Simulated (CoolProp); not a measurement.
1000 sccm (0 °C, 1 atm) of nitrogen bubbles through liquid water at 341.5 K and leaves saturated at a total pressure of 0.15 MPa (ideal gas phase). Each further row changes one setting.

Values from CoolProp's reference Helmholtz-energy equation of state, Wagner 2002.

```tsv
case	vapour pressure (kPa)	mole fraction of vapour	delivery (mg/min)	delivery (sccm)	change of delivery for a bath 1 K warmer (%)
as stated	29.0	?	?	?	?
bath temperature 346.5 K	?	0.240	254	316	5.7
total pressure 0.3 MPa	29.0	0.0968	?	?	5.0
```

**Question.** Fill in the missing entries.

**Answer.** 
- as stated, mole fraction of vapour: 0.194
- as stated, delivery (mg/min): 193
- as stated, delivery (sccm): 240
- as stated, change of delivery for a bath 1 K warmer (%): 5.6
- bath temperature 346.5 K, vapour pressure (kPa): 36.0
- total pressure 0.3 MPa, delivery (mg/min): 86.1
- total pressure 0.3 MPa, delivery (sccm): 107
